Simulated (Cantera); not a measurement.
A closed system holds: 1 mol SiCl4, 0.69 mol Cl2, 8.6 mol H2, held at 75.0 Torr.

Equilibrium computed with Cantera from the NASA thermochemical tables; the gas is ideal and each condensed phase is pure. Candidate condensed phases: Si; 19 gas species. The tables' values for SiCl3 are old estimates; treat these amounts as uncertain. The numbers say what is thermodynamically allowed, not how fast it happens. All values below are at 1125 K.

Base state: H2 0.758, HCl 0.145, SiCl4 0.0864, SiHCl3 0.00784, SiCl3 0.00206, SiCl2 0.000605, SiH2Cl2 8.72e-5 (mole fractions); condensed: gas only.

### Question
What changes in the equilibrium state with this change: Cl2 from 0.69 to 2.6 mol?

### Answer
```
species    before    after
-------  --------  -------
H2          0.758    0.490
HCl         0.145    0.428
SiCl4      0.0864   0.0798
SiH2Cl2   8.72e-5  3.86e-6
SiCl2    0.000605  4.15e-5
```
